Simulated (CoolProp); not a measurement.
The fluid at 285.74 K and 0.12 MPa is compressed adiabatically to 0.354 MPa with isentropic efficiency 0.6. The same conditions are run with several fluids, on thermodynamics alone (safety and materials aside).

The numbers come from the reference Helmholtz-energy equation of state of each fluid (c-C4F8 (RC318): Platzer 1990; R410A: Lemmon 2003; R1132(E): Akasaka 2024; normal hydrogen: Leachman 2009; R143a: Lemmon and Jacobsen 2000) in CoolProp. The equations of Platzer and Polt are older, rougher fits. Blends and air are pseudo-pure fits.

```json
[
 {"fluid": "c-C4F8 (RC318)", "work (kJ/kg)": "20.6", "final temperature (K)": "315.2", "final density (kg/m³)": "29.8"},
 {"fluid": "R410A", "work (kJ/kg)": "62.4", "final temperature (K)": "361.0", "final density (kg/m³)": "8.76"},
 {"fluid": "R1132(E)", "work (kJ/kg)": "70.7", "final temperature (K)": "359.3", "final density (kg/m³)": "7.76"},
 {"fluid": "normal hydrogen", "work (kJ/kg)": "2500", "final temperature (K)": "458.5", "final density (kg/m³)": "0.187"},
 {"fluid": "R143a", "work (kJ/kg)": "52.3", "final temperature (K)": "342.3", "final density (kg/m³)": "10.9"}
]
```
